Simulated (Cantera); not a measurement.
An adiabatic, constant-volume homogeneous reactor starts with 12.4 % CH₄, 1.17 % CO, 18.1 % O₂, 68.3 % N₂, at 1423 K and 23.7 atm.

Cantera simulation using GRI-Mech 3.0 (53 species, 325 reactions); the numbers are that mechanism's predictions, not measurements. The pressure lies above the range GRI-Mech 3.0 was tuned for (to about 10 atm). Above 3000 K some thermodynamic fits are extrapolated.

Q: Predict: time of steepest temperature rise; temperature at 3.00 s; equilibrium temperature; x(CO) at 3.00 s; x(O₂) at 3.00 s; x(OH) at 3.00 s; x(CO₂) at 3.00 s; x(NO) at 3.00 s.

A: 
| Item | Result |
|---|---|
| time of steepest temperature rise | 0.199 ms |
| temperature at 3.00 s | 3138 K |
| equilibrium temperature | 3138 K |
| x(CO) at 3.00 s | 0.0887 (gas-phase equilibrium 0.0887) |
| x(O₂) at 3.00 s | 0.000891 (gas-phase equilibrium 0.000891) |
| x(OH) at 3.00 s | 0.00854 (gas-phase equilibrium 0.00854) |
| x(CO₂) at 3.00 s | 0.0372 (gas-phase equilibrium 0.0372) |
| x(NO) at 3.00 s | 0.00328 (gas-phase equilibrium 0.00328) |
